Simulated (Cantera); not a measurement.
## Thermodynamics of metals in furnace atmospheres, feed Pb + CO2 + N2

Input: 1 mol Pb, 1.3 mol CO2, 41 mol N2, held at 948 K.

Equilibrium computed with Cantera from the NASA thermochemical tables; the gas is ideal and each condensed phase is pure. Candidate condensed phases: C, Pb, PbO, PbO2, Pb3O4; 27 gas species. The numbers say what is thermodynamically allowed, not how fast it happens.

At 0.000100 bar nothing is condensed. From 0.000480 bar to 30.0 bar the condensed part is Pb(l). The main Pb-bearing gas is Pb throughout.

```tsv
P (Pa)	log p N2	log p CO2	log p Pb	log p CO	log p PbO	n Pb(l)
10	-4.02	-5.52	-5.64	-8.66	-8.66	0
48	-3.34	-4.84	-5.32	-8.16	-8.16	0.573
230	-2.65	-4.15	-5.32	-7.82	-7.82	0.911
1100	-1.97	-3.47	-5.32	-7.48	-7.48	0.981
5500	-1.27	-2.77	-5.32	-6.95	-7.31	0.996
26000	-0.60	-2.10	-5.32	-6.27	-7.31	0.999
130000	0.10	-1.40	-5.32	-5.57	-7.31	1.000
620000	0.78	-0.72	-5.32	-4.89	-7.31	1.000
3000000	1.46	-0.04	-5.32	-4.21	-7.31	1.000
```
log p: log10 of the partial pressure in bar; n: condensed amount in mol.
